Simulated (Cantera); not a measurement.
Stirred combustor or abatement burner

A perfectly stirred reactor is fed with CH4 : H2 : O2 : N2 : CO2 = 1 : 0.21 : 2.39 : 8.99 : 2.4 (molar parts), equivalence ratio 0.88, at 100000 Pa; it is adiabatic with a 650 K inlet, and is followed from long to short residence time, starting on the burning branch (τ in s: 0.11, 0.032, 0.0098, 0.003, 0.0009, 0.00027, 8.2e-05, 2.5e-05, 7.5e-06).

Detailed kinetics in Cantera: GRI-Mech 3.0 (53 species, 325 reactions).

```tsv
τ (s)	T (K)	x CH4	x H2	x O2	x NO	x NO2	x CH2CO	x C2H2
0.11	2006	5.26e-6	0.000700	0.0212	0.000153	7.91e-8	1.14e-9	7.38e-10
0.032	1978	1.28e-5	0.00117	0.0229	8.43e-5	4.05e-8	4.44e-9	2.43e-9
0.0098	1934	2.96e-5	0.00196	0.0254	5.14e-5	2.16e-8	1.40e-8	6.08e-9
0.0030	1872	7.11e-5	0.00313	0.0290	3.30e-5	1.21e-8	3.88e-8	1.49e-8
0.00090	1793	0.000189	0.00470	0.0335	2.10e-5	6.97e-9	1.13e-7	4.44e-8
0.00027	1700	0.000604	0.00678	0.0394	1.16e-5	3.74e-9	4.70e-7	2.18e-7
8.2e-5	650	0.0667	0.0140	0.159	<1e-12	<1e-12	<1e-12	<1e-12
2.5e-5	650	0.0667	0.0140	0.159	<1e-12	<1e-12	<1e-12	<1e-12
7.5e-6	650	0.0667	0.0140	0.159	<1e-12	<1e-12	<1e-12	<1e-12
```
x: mole fraction; the columns are a selection and need not sum to one.
